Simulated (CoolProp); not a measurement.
Saturation properties of carbon dioxide (Tc = 304.1 K, pc = 7.377 MPa, ω = 0.224).

Values from CoolProp's reference Helmholtz-energy equation of state, Span 1996.

```
T (K)  p (MPa)  vapour density (kg/m³)  surface tension (mN/m)
-----  -------  ----------------------  ----------------------
231     0.9273                   24.15                    13.2
235.7    1.102                   28.63                    12.1
240.4        ?                       ?                    11.1
245.1    1.524                   39.63                    10.1
249.8    1.774                   46.34                    9.07
254.4    2.047                   53.84                    8.12
259.1    2.356                   62.60                    7.17
263.8        ?                   72.66                    6.24
```

### Question
Complete the blanks.

### Answer

- 240.4, p (MPa): 1.300
- 240.4, vapour density (kg/m³): 33.76
- 263.8, p (MPa): 2.698

Surface tension comes from a separate correlation (Mulero 2012).
